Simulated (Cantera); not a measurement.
A freely propagating, adiabatic, planar premixed flame of H2 : O2 : N2 : H2O = 1 : 0.667 : 2.51 : 0.41 (molar parts), unburnt at 350 K and 3300 Torr; mixture-averaged transport, grid criteria slope 0.08 and curve 0.16, no radiation.

Cantera simulation using the H2/O2 subset of GRI-Mech 3.0, which has no nitrogen chemistry; the numbers are that mechanism's predictions, not measurements. The hydrogen kinetics of GRI-Mech 3.0 are dated; newer H2 mechanisms differ, most at raised pressure. Burning velocities carry a grid error of a few per cent, more on coarse grids.

How do the results move with these cheaper or finer settings: unity-Lewis-number transport; multicomponent transport; multicomponent+Soret transport; grid criteria slope 0.5, curve 1; grid criteria slope 0.25, curve 0.5; grid criteria slope 0.03, curve 0.06?


```
setting                               laminar burning velocity  thermal thickness  peak x(O)  peak x(OH)  grid points
------------------------------------  ------------------------  -----------------  ---------  ----------  -----------
as above                                             58.3 cm/s          0.0960 mm    0.00156     0.00540          114
unity-Lewis-number transport                          105 cm/s          0.0614 mm    0.00334     0.00828          110
multicomponent transport                             61.0 cm/s          0.0939 mm    0.00163     0.00552          115
multicomponent+Soret transport                       55.7 cm/s          0.0979 mm    0.00153     0.00525          114
grid criteria slope 0.5, curve 1                     53.9 cm/s           0.119 mm    0.00128     0.00437           33
grid criteria slope 0.25, curve 0.5                  55.7 cm/s           0.104 mm    0.00144     0.00498           52
grid criteria slope 0.03, curve 0.06                 61.6 cm/s          0.0914 mm    0.00167     0.00576          254
```
Unity Lewis numbers drop preferential diffusion, which matters most where H2 and H carry the flame; Soret adds thermal diffusion.
